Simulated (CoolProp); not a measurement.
Values from CoolProp's reference Helmholtz-energy equation of state, Leachman 2009.

Question: For normal hydrogen, give the phase and the speed of sound (m/s), Joule-Thomson coefficient (K/MPa) at 218 K and 0.832 MPa.

Answer: 
- 218 K and 0.832 MPa: gas; speed of sound 1140, Joule-Thomson coefficient -0.0870
